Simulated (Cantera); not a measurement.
Charge: 1 mol Si, 0.8 mol Br2, 22 mol H2, equilibrated at 6800 Pa.

Method: chemical equilibrium by Gibbs-energy minimisation in Cantera with the NASA 1993 tables (ideal gas, pure condensed phases). Candidate condensed phases: Br2, Si; 19 gas species. Gases not in the tables: Si2H6 and higher silanes. Kinetics and transport are ignored.

**Question.** Which condensed phases are stable at each of these points (T (K)): 500, 600, 700, 800, 900, 1000, 1100, 1200, 1300, 1400, 1500, 1600, 1700?

**Answer.** 
| T (K) | condensed phases | Si condensed (%) |
|---|---|---|
| 500 | Si(s) | 59.3 |
| 600 | Si(s) | 59.2 |
| 700 | Si(s) | 59.5 |
| 800 | Si(s) | 61.0 |
| 900 | Si(s) | 65.0 |
| 1000 | Si(s) | 71.9 |
| 1100 | Si(s) | 79.8 |
| 1200 | Si(s) | 84.1 |
| 1300 | Si(s) | 84.3 |
| 1400 | Si(s) | 83.3 |
| 1500 | Si(s) | 82.3 |
| 1600 | Si(s) | 81.5 |
| 1700 | Si(l) | 81.0 |

From 500 K to 1600 K the condensed part is Si(s). At 1700 K the condensed part is Si(l).
